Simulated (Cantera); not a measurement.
Input (Python, Cantera):

```python
import numpy as np
import cantera as ct

gas = ct.Solution("gri30.yaml")
gas.TPX = 1198, 13332, {'CO': 0.0028, 'O2': 0.0086, 'H2O': 0.0028, 'N2': 1}
reactor = ct.IdealGasConstPressureReactor(gas, energy="off", clone=False)
net = ct.ReactorNet([reactor])
net.rtol, net.atol = 1e-08, 1e-18
show = ['CO', 'O2', 'H2O', 'H2O2', 'O', 'N2O', 'OH']
times = np.geomspace(5e-05, 80, 9)

steps = ct.SolutionArray(gas, extra=["t"])
rows = []
print(f"{'t/s':>10s}{'T/K':>9s}{'P/Pa':>11s}" + "".join(f"{s:>11s}" for s in show))
for t in times:
    while net.time < t:
        t_next = net.step()
        steps.append(gas.state, t=t_next)
    rows.append([np.interp(t, steps.t, y) for y in (steps.T, steps.P, *steps(*show).X.T)])
    print(f"{t:10.3e}{rows[-1][0]:9.1f}{rows[-1][1]:11.4g}" + "".join(f"{x:11.3e}" for x in rows[-1][2:]))
rate = np.gradient(steps.T, steps.t)
print("integrator steps:", len(steps.t))
if steps.T.max() > steps.T[0] + 200:
    print(f"time of steepest temperature rise: {steps.t[rate.argmax()]:.4e} s")
gas.TPX = 1198, 13332, {'CO': 0.0028, 'O2': 0.0086, 'H2O': 0.0028, 'N2': 1}
gas.equilibrate("TP")
print(f"equilibrium (TP): T = {gas.T:.1f} K  " + "  ".join(f"{s} {gas[s].X[0]:.3e}" for s in show))
```

It prints:

```
       t/s      T/K       P/Pa         CO         O2        H2O       H2O2          O        N2O         OH
 5.000e-05   1198.0  1.333e+04  2.761e-03  8.480e-03  2.761e-03  1.210e-19  7.453e-12  9.129e-18  8.176e-14
 2.982e-04   1198.0  1.333e+04  2.761e-03  8.480e-03  2.761e-03  4.072e-18  4.413e-11  9.958e-17  1.057e-12
 1.778e-03   1198.0  1.333e+04  2.761e-03  8.480e-03  2.761e-03  1.115e-16  2.590e-10  2.159e-15  2.291e-11
 1.061e-02   1198.0  1.333e+04  2.761e-03  8.480e-03  2.761e-03  6.780e-15  3.378e-09  1.023e-13  9.998e-10
 6.325e-02   1198.0  1.333e+04  2.436e-03  8.251e-03  2.697e-03  7.867e-09  1.597e-04  9.653e-09  3.756e-05
 3.772e-01   1198.0  1.333e+04  2.600e-05  7.109e-03  2.747e-03  4.874e-09  2.081e-05  8.373e-08  2.071e-05
 2.249e+00   1198.0  1.333e+04  5.592e-07  7.108e-03  2.763e-03  1.916e-10  5.668e-07  1.009e-07  3.470e-06
 1.341e+01   1198.0  1.333e+04  1.698e-08  7.109e-03  2.764e-03  1.542e-11  4.345e-08  7.039e-08  9.632e-07
 8.000e+01   1198.0  1.333e+04  2.465e-09  7.109e-03  2.764e-03  3.118e-12  8.710e-09  6.979e-09  4.309e-07
integrator steps: 1543
equilibrium (TP): T = 1198.0 K  CO 1.507e-09  O2 7.089e-03  H2O 2.764e-03  H2O2 2.000e-12  O 5.575e-09  N2O 1.142e-09  OH 3.447e-07
```

Model: GRI-Mech 3.0 (53 species, 325 reactions), integrated in Cantera.
